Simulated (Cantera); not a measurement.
Charge: 1 mol Pb, 0.097 mol CO2, 3.6 mol CO, at 82.0 mbar.

Equilibrium computed with Cantera from the NASA thermochemical tables; the gas is ideal and each condensed phase is pure. Candidate condensed phases: C, Pb, PbO, PbO2, Pb3O4; 15 gas species. The numbers say what is thermodynamically allowed, not how fast it happens.

**Question.** Which condensed phases are stable at each of these points (T (K)): 948, 1023, 1098, 1173, 1248, 1323, 1398, 1473, 1548, 1623, 1698, 1773?

**Answer.** 
```csv
T (K),condensed phases,Pb condensed (%)
948,C(graphite) + Pb(l),100.0
1023,C(graphite) + Pb(l),99.9
1098,Pb(l),99.5
1173,Pb(l),98.1
1248,Pb(l),94.0
1323,Pb(l),83.4
1398,Pb(l),57.1
1473,gas only,0.0
1548,gas only,0.0
1623,gas only,0.0
1698,gas only,0.0
1773,gas only,0.0
```

From 948 K to 1023 K the condensed part is C(graphite) + Pb(l). From 1098 K to 1398 K the condensed part is Pb(l). From 1473 K to 1773 K nothing is condensed.
